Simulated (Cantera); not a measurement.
Input: 1 mol Si₃N₄, 0.71 mol CO₂, 580 mol N₂, equilibrated at 1700 K and 13300 Pa.

Cantera equilibrium calculation (NASA polynomials, part measured and part estimated; ideal gas, pure solids and liquids). Candidate condensed phases: C, Si, SiC, SiO₂, Si₂N₂O, Si₃N₄; 34 gas species. Mutual solubility and eutectic melting of coexisting phases are not modelled. Equilibrium is a limit: real reactors are often held back by kinetics, nucleation or transport.

Base state: N₂ 0.999, CO 0.00122, SiO 0.000105 (mole fractions); condensed: Si₂N₂O(s) + Si₃N₄(s).

**Question.** What changes in the equilibrium state with this change: CO₂ from 0.71 to 0.095 mol?

**Answer.** 
```tsv
species	before	after
N₂	0.999	1.000
CO	0.00122	0.000164
SiO	0.000105	0.000105
Si₂N₂O(s), mol	0.649	0.0342
Si₃N₄(s), mol	0.547	0.957
```

**Question.** What changes in the equilibrium state with this change: temperature from 1700 K to 1375 K?

**Answer.** 
| species | before | after |
|---|---|---|
| N₂ | 0.999 | 1.000 |
| CO | 0.00122 | 3.14e-5 |
| SiO | 0.000105 | 6.77e-9 |
| Si₂N₂O(s), mol | 0.649 | 1.40 |
| Si₃N₄(s), mol | 0.547 | 0.0655 |
| C(graphite), mol | 0 | 0.692 |

**Question.** What changes in the equilibrium state with this change: CO₂ from 0.71 to 2.3 mol?

**Answer.** 
```csv
species,before,after
N₂,0.999,0.993
CO,0.00122,0.00393
SiO,0.000105,0.00273
"Si₂N₂O(s), mol",0.649,0.700
"Si₃N₄(s), mol",0.547,0
```
